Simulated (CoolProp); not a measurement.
Model: reference Helmholtz-energy equation of state, Thol 2017, in CoolProp.

### Question
For decamethyltetrasiloxane (MD2M), give the phase and the cv (kJ/(kg K)), Joule-Thomson coefficient (K/MPa) at 600 K and 0.00181 MPa; 600 K and 0.00305 MPa.

### Answer
- 600 K and 0.00181 MPa: gas; cv 2.01, Joule-Thomson coefficient 8.21
- 600 K and 0.00305 MPa: gas; cv 2.01, Joule-Thomson coefficient 8.22
